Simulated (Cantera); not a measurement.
Si3N4 + H2 (nitride etching)

Charge: 1 mol Si3N4, 600 mol H2, at 13.3 mbar.

Cantera equilibrium calculation (NASA polynomials, part measured and part estimated; ideal gas, pure solids and liquids). Candidate condensed phases: Si, Si3N4; 18 gas species. Mutual solubility and eutectic melting of coexisting phases are not modelled. Gases not in the tables: Si2H6 and higher silanes. Kinetics and transport are ignored.

| T (K) | x H2 | x N2 | x H | x Si | x SiH2 | x SiH | x Si2N | x Si2 | n Si3N4(s) | n Si(s) | n Si(l) |
|---|---|---|---|---|---|---|---|---|---|---|---|
| 900 | 1.00 | 2.04e-10 | 1.01e-9 | <1e-12 | <1e-12 | <1e-12 | <1e-12 | <1e-12 | 1.00 | 0 | 0 |
| 1000 | 1.00 | 2.28e-9 | 1.97e-8 | <1e-12 | 6.20e-11 | <1e-12 | <1e-12 | <1e-12 | 1.000 | 0 | 0 |
| 1100 | 1.00 | 7.22e-8 | 2.24e-7 | 1.77e-12 | 1.32e-9 | 6.17e-12 | <1e-12 | <1e-12 | 1.000 | 0 | 0 |
| 1200 | 1.000 | 2.14e-6 | 1.71e-6 | 1.04e-10 | 1.19e-8 | 1.80e-10 | <1e-12 | <1e-12 | 0.999 | 0.00191 | 0 |
| 1300 | 1.000 | 3.73e-5 | 9.58e-6 | 3.25e-9 | 7.65e-8 | 3.11e-9 | 8.92e-12 | <1e-12 | 0.989 | 0.0335 | 0 |
| 1400 | 1.000 | 0.000430 | 4.21e-5 | 6.17e-8 | 3.76e-7 | 3.56e-8 | 3.96e-10 | 3.67e-11 | 0.871 | 0.387 | 0 |
| 1500 | 0.997 | 0.00332 | 0.000152 | 7.89e-7 | 1.49e-6 | 2.92e-7 | 1.01e-8 | 1.01e-9 | 0 | 3.00 | 0 |
| 1600 | 0.996 | 0.00332 | 0.000470 | 7.31e-6 | 4.99e-6 | 1.84e-6 | 7.03e-8 | 1.82e-8 | 0 | 2.99 | 0 |
| 1700 | 0.995 | 0.00332 | 0.00127 | 5.09e-5 | 1.41e-5 | 9.07e-6 | 3.70e-7 | 2.23e-7 | 0 | 0 | 2.95 |
x: gas mole fraction; n: condensed amount in mol.

From 900 K to 1100 K the condensed part is Si3N4(s). From 1200 K to 1400 K the condensed part is Si(s) + Si3N4(s). From 1500 K to 1600 K the condensed part is Si(s). At 1700 K the condensed part is Si(l).
